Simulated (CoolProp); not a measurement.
Properties of CH2F2 (R32) along the isotherm 381.2 K (Tc = 351.3 K, pc = 57.83 bar, ω = 0.277).

Model: reference Helmholtz-energy equation of state, Tillner-Roth 1997, in CoolProp.

```tsv
p (bar)	phase	density (kg/m³)	expansivity (1/kK)	viscosity (µPa s)	conductivity (mW/(m K))
1.83	gas	3.032	2.712	17.0	21.0
3.09	gas	5.152	2.775	17.0	?
5.21	gas	8.783	2.886	17.0	21.5
8.79	gas	15.10	3.084	17.0	22.0
14.8	gas	26.30	3.459	17.1	22.9
25	gas	47.30	4.245	17.2	24.5
42.2	gas	90.52	?	17.9	27.9
71.3	supercritical	210.2	15.76	21.4	41.2
120	supercritical	584.5	15.09	48.4	78.4
203	supercritical	755.0	5.602	68.9	97.1
343	supercritical	863.8	3.244	89.5	?
578	supercritical	958.8	2.163	117	131
```

Task: Fill in the missing entries.

Result: 
- 3.09, conductivity (mW/(m K)): 21.2
- 42.2, expansivity (1/kK): 6.276
- 343, conductivity (mW/(m K)): 113

Viscosity comes from a separate model (Bell 2016), an estimate that may be off by 10 % or more. Thermal conductivity comes from a separate model (Huber 2003), an estimate that may be off by 10 % or more.
